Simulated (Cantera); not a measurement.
A closed system holds: 1 mol MgO, 5.9 mol C, 8.1 mol H₂, equilibrated at 2425 K and 13300 Pa.

Equilibrium computed with Cantera from the NASA thermochemical tables; the gas is ideal and each condensed phase is pure. Candidate condensed phases: C, C₆H₆, C₇H₈, C₈H₁₈, H₂O, Mg, MgCO₃, MgO, Mg(OH)₂; 116 gas species. The tables' values for MgH are old estimates; treat these amounts as uncertain. The numbers say what is thermodynamically allowed, not how fast it happens.

Task: What is the equilibrium state?

Result: 
```
Quantity                              Value
--------------------------------  ---------
x(H₂)                                 0.757
x(CO)                                0.0969
x(Mg)                                0.0963
x(H)                                 0.0427
x(C₂H₂ (acetylene))                 0.00591
x(MgH)                             0.000590
x(C₂H)                              2.03e-5
x(C₄H₂)                             1.90e-5
x(CH₃)                              1.34e-5
n(C(graphite))                     4.78 mol
gas amount                        10.32 mol
log10 activity of Mg(l) (absent)      -3.94
```
